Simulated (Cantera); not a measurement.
What does this Cantera script print?

```python
import numpy as np
import cantera as ct

gas_names = """
    CL CL2 H HCL H2 N NH NH2 NH3 N2 N2H2 N2H4 Si SiCL SiCL2 SiCL3 SiCL4 SiH SiHCL3 SiH2 SiH2CL2 SiH3
    SiH3CL SiH4 SiN Si2 Si2N Si3
""".split()
cond_names = """
    NH4CL(a) NH4CL(b) Si(cr) Si(L) Si3N4(a)
""".split()


# ... load() reads the species with a 1 bar reference pressure and builds the phases ...
atoms = {
    'SiCl4': {'Si': 1, 'CL': 4},
    'NH3': {'N': 1, 'H': 3},
    'H2': {'H': 2},
    'N2': {'N': 2},
}
top_T = {'Si3N4(a)': 2400}  # K; cautious upper limits of use, not melting points


# ... equilibrate(T, P, feed) seeds the gas with the atoms and calls Mixture.equilibrate('TP', solver="vcs", rtol=1e-11, max_steps=5000) ...
results = []
T = 773  # K
P = 1000  # Pa
for m in [0.39, 0.63, 1, 1.6, 2.7, 4.3, 6.9, 11, 18, 29, 47]:
    feed = {'SiCl4': 1, 'NH3': 0.28, 'H2': m, 'N2': 8.3}  # mol
    mix = equilibrate(T, P, feed)
    results.append((T, P, feed, dict(zip(mix.species_names, mix.species_moles))))
    x = sorted(zip(gas.X, gas.species_names), reverse=True)
    print(f"T = {T:g} K  P = {P:g} Pa  n(H2) = {m:g} mol  gas = {mix.phase_moles(0):.4g} mol")
    print("   x: " + "  ".join(f"{s} {v:.3e}" for v, s in x if v > 1e-06))
    print("   condensed (mol): " + ("  ".join(f"{mix.phase(i).name} {mix.phase_moles(i):.4g}"
          for i in range(1, mix.n_phases) if mix.phase_moles(i) > 1e-12) or "none"))
```

It prints:

```
T = 773 K  P = 1000 Pa  n(H2) = 0.39 mol  gas = 10.34 mol
   x: N2 7.975e-01  HCL 1.100e-01  SiCL4 6.916e-02  H2 2.329e-02  SiHCL3 9.214e-06
   condensed (mol): Si3N4(a) 0.09483
T = 773 K  P = 1000 Pa  n(H2) = 0.63 mol  gas = 10.6 mol
   x: N2 7.744e-01  HCL 1.293e-01  SiCL4 6.196e-02  H2 3.434e-02  SiHCL3 1.035e-05
   condensed (mol): Si3N4(a) 0.1143
T = 773 K  P = 1000 Pa  n(H2) = 1 mol  gas = 11 mol
   x: N2 7.418e-01  HCL 1.528e-01  SiCL4 5.271e-02  H2 5.270e-02  SiHCL3 1.144e-05
   condensed (mol): Si3N4(a) 0.14
T = 773 K  P = 1000 Pa  n(H2) = 1.6 mol  gas = 11.63 mol
   x: N2 6.956e-01  HCL 1.793e-01  H2 8.397e-02  SiCL4 4.112e-02  SiHCL3 1.212e-05
   condensed (mol): Si3N4(a) 0.1738
T = 773 K  P = 1000 Pa  n(H2) = 2.7 mol  gas = 12.78 mol
   x: N2 6.262e-01  HCL 2.055e-01  H2 1.414e-01  SiCL4 2.686e-02  SiHCL3 1.163e-05  NH3 1.666e-06
   condensed (mol): Si3N4(a) 0.2189
T = 773 K  P = 1000 Pa  n(H2) = 4.3 mol  gas = 14.42 mol
   x: N2 5.491e-01  H2 2.189e-01  HCL 2.168e-01  SiCL4 1.514e-02  SiHCL3 9.621e-06  NH3 3.006e-06
   condensed (mol): Si3N4(a) 0.2605
T = 773 K  P = 1000 Pa  n(H2) = 6.9 mol  gas = 17.06 mol
   x: N2 4.601e-01  H2 3.251e-01  HCL 2.082e-01  SiCL4 6.572e-03  SiHCL3 6.458e-06  NH3 4.979e-06
   condensed (mol): Si3N4(a) 0.2959
T = 773 K  P = 1000 Pa  n(H2) = 11 mol  gas = 21.18 mol
   x: H2 4.493e-01  N2 3.685e-01  HCL 1.800e-01  SiCL4 2.226e-03  NH3 7.241e-06  SiHCL3 3.498e-06
   condensed (mol): Si3N4(a) 0.3176
T = 773 K  P = 1000 Pa  n(H2) = 18 mol  gas = 28.19 mol
   x: H2 5.837e-01  N2 2.762e-01  HCL 1.396e-01  SiCL4 5.787e-04  NH3 9.282e-06  SiHCL3 1.523e-06
   condensed (mol): Si3N4(a) 0.3279
T = 773 K  P = 1000 Pa  n(H2) = 29 mol  gas = 39.19 mol
   x: H2 6.999e-01  N2 1.984e-01  HCL 1.015e-01  SiCL4 1.402e-04  NH3 1.033e-05
   condensed (mol): Si3N4(a) 0.3315
T = 773 K  P = 1000 Pa  n(H2) = 47 mol  gas = 57.19 mol
   x: H2 7.942e-01  N2 1.359e-01  HCL 6.981e-02  SiCL4 3.137e-05  NH3 1.034e-05
   condensed (mol): Si3N4(a) 0.3327
```

These are equilibrium values from Cantera (NASA tables, ideal gas, pure condensed phases), not measurements of a reactor.
